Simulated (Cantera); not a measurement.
Charge: 1 mol HMDSO, 0.49 mol CO2, 5 mol H2, held at 133 Pa.

Equilibrium computed with Cantera from the NASA thermochemical tables; the gas is ideal and each condensed phase is pure. Candidate condensed phases: C, C6H6, C7H8, C8H18, H2O, Si, SiC, SiO2; 123 gas species. The feed counts by its element totals alone. Rates play no part.

### Question
At 1450 K, list the 4 most abundant gas species with their mole fractions, and the condensed phases.

### Answer
H2 0.876, CO 0.124, H 0.000242, SiO 0.000195. Condensed: C(graphite) + SiC(s).
